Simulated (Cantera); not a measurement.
A perfectly stirred reactor is fed with 14.8 % CO, 13.3 % H2, 15.1 % O2, 56.8 % N2, equivalence ratio 0.93, at 5850 Torr; it is adiabatic with a 698 K inlet, and is followed from long to short residence time, starting on the burning branch (τ in s: 0.049, 0.019, 0.0076, 0.003, 0.0012, 0.00047, 0.00018, 7.3e-05, 2.9e-05, 1.1e-05, 4.5e-06).

Computed with Cantera and GRI-Mech 3.0 (53 species, 325 reactions). The hydrogen kinetics of GRI-Mech 3.0 are dated; newer H2 mechanisms differ, most at raised pressure.

**Question.** Predict: blow-out, bracketed by the residence times tried; x(CO) at τ = 49.0 ms; x(H2) at τ = 49.0 ms; x(O2) at τ = 49.0 ms; x(HO2) at τ = 49.0 ms; x(CO2) at τ = 49.0 ms; x(CO) at τ = 0.470 ms; x(H2) at τ = 0.470 ms; x(O2) at τ = 0.470 ms; x(HO2) at τ = 0.470 ms; x(CO2) at τ = 0.470 ms.

**Answer.** 
```json
{
  "blow_out_bracketed_by_the_residence_times_tried": "burning at 4.50 µs, the shortest tried",
  "x(CO) at τ = 49.0 ms": "0.0225",
  "x(H2) at τ = 49.0 ms": "0.00345",
  "x(O2) at τ = 49.0 ms": "0.0191",
  "x(HO2) at τ = 49.0 ms": "5.97e-6",
  "x(CO2) at τ = 49.0 ms": "0.147",
  "x(CO) at τ = 0.470 ms": "0.0286",
  "x(H2) at τ = 0.470 ms": "0.00446",
  "x(O2) at τ = 0.470 ms": "0.0248",
  "x(HO2) at τ = 0.470 ms": "8.16e-6",
  "x(CO2) at τ = 0.470 ms": "0.140"
}
```
